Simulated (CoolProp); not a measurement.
The fluid at 293.15 K and 15 MPa (liquid) is heated at constant pressure to 448 K. The same conditions are run with several fluids, on thermodynamics alone (safety and materials aside).

Computed with CoolProp (reference Helmholtz-energy equation of state of each fluid (ammonia: Gao 2020; R13: Platzer 1990; R134a: Tillner-Roth 1994; R1336mzz(Z): McLinden 2020)). The equations of Platzer and Polt are older, rougher fits.

Q: Rank ammonia, R13, R134a, R1336mzz(Z) by heat (kJ/kg), highest first.

A: ammonia (1200), R134a (235), R1336mzz(Z) (201), R13 (174)

```csv
fluid,final density (kg/m³)
ammonia,121
R13,510
R134a,700
R1336mzz(Z),1040
```
